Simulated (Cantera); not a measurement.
Input: 1 mol Al, 5 mol O2, 1.4 mol H2, equilibrated at 1875 K and 1.33 mbar.

Cantera equilibrium calculation (NASA polynomials, part measured and part estimated; ideal gas, pure solids and liquids). Candidate condensed phases: Al, Al2O3, H2O; 19 gas species. Rates play no part.

Base state: O2 0.707, H2O 0.273, OH 0.0125, O 0.00554, H2 0.000938, H 0.000550 (mole fractions); condensed: Al2O3(s).

Question: What changes in the equilibrium state with this change: temperature from 1875 K to 1398.15 K?

Answer: 
| species | before | after |
|---|---|---|
| O2 | 0.707 | 0.717 |
| H2O | 0.273 | 0.283 |
| OH | 0.0125 | 0.000361 |
| H | 0.000550 | 2.60e-7 |
| O | 0.00554 | 2.13e-5 |
| H2 | 0.000938 | 4.01e-6 |
| Al2O3(s), mol | 0.500 | 0.500 |

Question: What changes in the equilibrium state with this change: pressure from 1.33 mbar to 0.160 bar?

Answer: 
| species | before | after |
|---|---|---|
| O2 | 0.707 | 0.715 |
| H2O | 0.273 | 0.280 |
| OH | 0.0125 | 0.00383 |
| H | 0.000550 | 1.53e-5 |
| O | 0.00554 | 0.000509 |
| H2 | 0.000938 | 8.74e-5 |
| Al2O3(s), mol | 0.500 | 0.500 |
Gases not in the tables: Al(OH)3.

Question: What changes in the equilibrium state with this change: O2 from 5 to 0.52 mol?

Answer: 
```
species          before    after
-------------  --------  -------
H2             0.000938    0.825
Al                <1e-9   0.0879
Al2O              <1e-9   0.0701
O2                0.707    <1e-9
H2O               0.273  5.12e-6
OH               0.0125  7.90e-9
H              0.000550   0.0163
O               0.00554    <1e-9
AlH               <1e-9  0.00109
Al2O3(s), mol     0.500    0.307
```
The tables' values for AlOH are old estimates; treat these amounts as uncertain.
